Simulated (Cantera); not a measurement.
Cantera run:

```python
import numpy as np
import cantera as ct

gas_names = """
    CL CLO CL2 Fe FeCL FeCL2 FeCL3 FeO Fe(OH)2 Fe2CL4 Fe2CL6 H HCL HOCL HO2 H2 H2O H2O2 O OH O2 O3
""".split()
cond_names = """
    Fe(a) Fe(c) Fe(d) Fe(L) FeCL2(s) FeCL2(L) FeCL3(s) FeCL3(L) FeO(s) FeO(L) Fe(OH)2(s) Fe(OH)3(s)
    Fe2O3(s) Fe3O4(s) H2O(s) H2O(L)
""".split()


# ... load() reads the species with a 1 bar reference pressure and builds the phases ...
atoms = {
    'Fe2O3': {'Fe': 2, 'O': 3},
    'HCl': {'H': 1, 'CL': 1},
}
top_T = {'Fe2O3(s)': 1830, 'Fe3O4(s)': 1870}  # K; cautious upper limits of use, not melting points


# ... equilibrate(T, P, feed) seeds the gas with the atoms and calls Mixture.equilibrate('TP', solver="gibbs", rtol=1e-10, max_steps=50000) ...
results = []
feed = {'Fe2O3': 1, 'HCl': 0.11}  # mol
P = 370000  # Pa
for T in [1050, 1125, 1200, 1275, 1350, 1425, 1500, 1575, 1650]:
    mix = equilibrate(T, P, feed)
    results.append((T, P, feed, dict(zip(mix.species_names, mix.species_moles))))

top = {s: max(r[3][s] / sum(r[3][g] for g in gas_names) for r in results) for s in gas_names}
cols = sorted((s for s in top if top[s] > 0.001), key=lambda s: -top[s])[:8]
seen = [c for c in cond_names if any(r[3].get(c, 0) > 1e-12 for r in results)]
print("log10 of partial pressures in bar; condensed amounts in mol")
print(f"{'T/K':>10s}" + "".join(f"{s[:9]:>10s}" for s in cols + seen))
for T, P, feed, n in results:
    ng = sum(n[g] for g in gas_names)
    print(f"{T:10.4g}" + "".join(f"{np.log10(max(n[s] / ng * P / 1e5, 1e-99)):10.3f}" for s in cols)
          + "".join(f"{n.get(c, 0):10.4g}" for c in seen))
```

Result:

```
log10 of partial pressures in bar; condensed amounts in mol
       T/K       HCL       H2O     FeCL2     FeCL3        O2       CL2        CL    Fe2CL6  Fe2O3(s)  Fe3O4(s)
      1050     0.500    -0.480    -1.896    -0.795    -6.019    -2.147    -4.175    -1.635    0.9968         0
      1125     0.490    -0.435    -1.592    -0.714    -4.922    -1.861    -3.618    -1.919    0.9965         0
      1200     0.477    -0.387    -1.343    -0.671    -3.969    -1.630    -3.140    -2.219    0.9961         0
      1275     0.463    -0.340    -1.135    -0.652    -3.146    -1.446    -2.728    -2.519    0.9956         0
      1350     0.447    -0.297    -0.950    -0.652    -2.458    -1.313    -2.376    -2.818    0.9951         0
      1425     0.429    -0.256    -0.779    -0.670    -1.922    -1.244    -2.086    -3.117    0.9944         0
      1500     0.407    -0.217    -0.616    -0.708    -1.533    -1.241    -1.854    -3.429    0.9935         0
      1575     0.380    -0.180    -0.469    -0.770    -1.257    -1.295    -1.672    -3.764    0.9924         0
      1650     0.344    -0.159    -0.398    -0.843    -0.801    -1.249    -1.459    -4.099    0.9743   0.01153
```

Method: chemical equilibrium by Gibbs-energy minimisation in Cantera with the NASA 1993 tables (ideal gas, pure condensed phases). Mutual solubility and eutectic melting of coexisting phases are not modelled.
